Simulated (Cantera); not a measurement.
Mixture: CH₄ : O₂ : N₂ = 1 : 1.54 : 4 (molar parts), equivalence ratio 1.3, at 3080 Torr, adiabatic and at constant pressure. Ignition delay is the time to a rise of 400 K.

Computed with Cantera and GRI-Mech 3.0 (53 species, 325 reactions).

Problem. What does this change do: pressure from 3080 Torr to 23300 Torr?

Solution. 
| quantity | before | after |
|---|---|---|
| delay at 1150 K | 20.3 ms | 2.10 ms |
| delay at 1300 K | 2.92 ms | 0.360 ms |
| delay at 1450 K | 0.542 ms | 82.5 µs |
| delay at 1600 K | 0.127 ms | 22.8 µs |
| delay at 1750 K | 37.9 µs | 7.28 µs |
| apparent activation energy between 1600 and 1750 K | 190 kJ/mol | 180 kJ/mol |
The pressure lies above the range GRI-Mech 3.0 was tuned for (to about 10 atm).
